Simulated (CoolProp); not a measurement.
Model: reference Helmholtz-energy equation of state, Wagner 2002, in CoolProp.

Task: For water, give the phase and the cp (kJ/(kg K)) at 562.3 K and 1430 kPa; 984.6 K and 1950 kPa; 456.5 K and 13.8 kPa.

Result: 
- 562.3 K and 1430 kPa: gas; cp 2.23
- 984.6 K and 1950 kPa: gas; cp 2.31
- 456.5 K and 13.8 kPa: gas; cp 1.94
